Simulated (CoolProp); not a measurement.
The fluid at 407.57 K and 1.67 MPa is throttled through a valve to 0.342 MPa with no heat exchange. The same conditions are run with several fluids, on thermodynamics alone (safety and materials aside).

Values from CoolProp's reference Helmholtz-energy equation of state of each fluid (C2F6 (R116): Lemmon 2006; methane: Setzmann 1991; propylene: Lemmon 2013; R134a: Tillner-Roth 1994; ethane: Bücker 2006).

| fluid | temperature change (K) | final density (kg/m³) |
|---|---|---|
| C2F6 (R116) | -5.0 | 14.3 |
| methane | -2.8 | 1.63 |
| propylene | -10.2 | 4.44 |
| R134a | -11.2 | 10.9 |
| ethane | -6.6 | 3.12 |
